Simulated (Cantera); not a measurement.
What does this Cantera script print?

```python
import numpy as np
import cantera as ct

surf = ct.Interface("ptcombust.yaml", "Pt_surf")
gas = surf.adjacent["gas"]
gas.TPX = 1100, 500000, {'CH4': 0.0068, 'O2': 0.042, 'N2': 0.79}
surf.TP = 1100, 500000
reactor = ct.FlowReactor(gas, clone=False)
reactor.area = 0.0001  # m2
reactor.surface_area_to_volume_ratio = 3000  # 1/m
reactor.mass_flow_rate = 0.057 * reactor.area * gas.density  # inlet velocity 0.057 m/s
reactor.energy_enabled = False
wall = ct.ReactorSurface(surf, reactor, clone=False)
net = ct.ReactorNet([reactor])
net.rtol, net.atol = 1e-8, 1e-16
show, cover = ['CH4', 'O2', 'H2O', 'CO2', 'CO'], ['PT(S)', 'H(S)', 'O(S)', 'OH(S)', 'CO(S)', 'C(S)']

rows = []
print(f"{'z/m':>9s}{'u/(m/s)':>9s}" + "".join(f"{s:>13s}" for s in show + cover))
for z in [8.8e-05, 0.00019, 0.00041, 0.00088, 0.0019, 0.0041, 0.0088]:
    net.advance(z)
    rows.append([reactor.speed, *gas[show].X, *surf[cover].coverages])
    print(f"{z:9.4g}{rows[-1][0]:9.3g}" + "".join(f"{x:13.4e}" for x in rows[-1][1:]))
```

Output:

```
      z/m  u/(m/s)          CH4           O2          H2O          CO2           CO        PT(S)         H(S)         O(S)        OH(S)        CO(S)         C(S)
  8.8e-05    0.057   4.2972e-03   4.2494e-02   7.5843e-03   3.7819e-03   3.2288e-06   2.6281e-01   1.3543e-06   7.3436e-01   2.8097e-03   1.6019e-05   1.5862e-07
  0.00019    0.057   1.9655e-03   3.7883e-02   1.2202e-02   6.0823e-03   1.5116e-06   2.6783e-01   1.7669e-06   7.2857e-01   3.5725e-03   7.7238e-06   7.6384e-08
  0.00041    0.057   3.3311e-04   3.4658e-02   1.5431e-02   7.6861e-03   2.9854e-07   2.7172e-01   2.0332e-06   7.2423e-01   4.0301e-03   1.3884e-06   1.3462e-08
  0.00088    0.057   6.8518e-06   3.3984e-02   1.6107e-02   8.0254e-03   2.9332e-08   2.7259e-01   2.0880e-06   7.2327e-01   4.1205e-03   4.4744e-08   2.7930e-10
   0.0019    0.057   1.7809e-09   3.3944e-02   1.6150e-02   8.0494e-03   8.2234e-09   2.7265e-01   2.0916e-06   7.2321e-01   4.1263e-03   5.6644e-09   7.2641e-14
   0.0041    0.057   1.0883e-10   3.3912e-02   1.6176e-02   8.0693e-03   5.5402e-09   2.7270e-01   2.0940e-06   7.2315e-01   4.1299e-03   3.8141e-09   4.4422e-15
   0.0088    0.057   3.4723e-11   3.3880e-02   1.6200e-02   8.0911e-03   1.9248e-09   2.7276e-01   2.0962e-06   7.2309e-01   4.1331e-03   1.3257e-09   1.4181e-15
```

Detailed kinetics in Cantera: Deutschmann's 1995 Pt surface mechanism with GRI-Mech 3.0 gas chemistry. Catalytic surfaces can have several steady states; this one follows from the mechanism file's or the stated starting coverage. Mass transfer to the wall is taken as infinitely fast.
